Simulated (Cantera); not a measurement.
## Premixed flame

A freely propagating, adiabatic, planar premixed flame of 46.9 % H₂, 11.2 % O₂, 42.0 % N₂, unburnt at 700 K and 0.987 atm; mixture-averaged transport, grid criteria slope 0.08 and curve 0.16, no radiation.

Detailed kinetics in Cantera: the H2/O2 subset of GRI-Mech 3.0, which has no nitrogen chemistry. Burning velocities carry a grid error of a few per cent, more on coarse grids.

```tsv
z (mm)	T (K)	u (m/s)	x H₂	x O₂	x OH	x HO₂	x H	x H₂O
-1.46	700	11.8	0.469	0.112	<1e-8	<1e-8	<1e-8	<1e-8
-0.972	700	11.8	0.469	0.112	<1e-8	<1e-8	<1e-8	<1e-8
-0.729	700	11.8	0.469	0.112	<1e-8	3.21e-8	<1e-8	<1e-8
-0.486	700	11.8	0.469	0.112	<1e-8	2.06e-6	8.22e-7	2.15e-7
-0.243	719	12.1	0.466	0.111	6.28e-5	0.000180	0.000637	0.00108
-0.121	884	14.6	0.437	0.106	0.000510	0.000129	0.0110	0.0168
0	1262	20.3	0.327	0.0658	0.00257	5.83e-5	0.0607	0.102
0.121	1531	24.4	0.233	0.0142	0.00450	1.25e-5	0.0998	0.201
0.243	1645	26.0	0.218	0.00261	0.00492	2.22e-6	0.101	0.226
0.486	1759	27.6	0.223	0.000818	0.00540	6.91e-7	0.0876	0.231
0.972	1883	29.3	0.234	0.000557	0.00557	4.60e-7	0.0704	0.234
1.94	2006	30.9	0.244	0.000351	0.00522	2.97e-7	0.0532	0.238
3.89	2115	32.3	0.253	0.000191	0.00438	1.76e-7	0.0377	0.241
```
x: mole fraction of selected species; z is measured from the peak of heat release.

```
Item                          Value
------------------------  ---------
laminar burning velocity  1180 cm/s
thermal thickness          0.486 mm
peak x(OH)                  0.00558
peak x(HO₂)                0.000186
peak x(H)                     0.103
grid points                     144
```
